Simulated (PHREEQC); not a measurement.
**Copper plating or etch bath (model solution)**

Solution (40 °C): 62 mmol/kgw Cu(NO3)2, 0.69 mmol/kgw H2SO4 and 110 mmol/kgw NaCl. Closed to the air; pH follows from the charge balance.

Equilibrium calculation in PHREEQC: ion-association model, phreeqc.dat.

Precipitation was switched off in this run.

Problem. Estimate the pH, specific conductance.

Solution. pH 2.97; specific conductance 27900 µS/cm.

Problem. In which forms is Cu present?

Solution. Cu+2 86 %, CuCl+ 13 % of the Cu.

Away from 25 °C the constants follow the database's enthalpies or fits; those with neither stay at their 25 °C values.
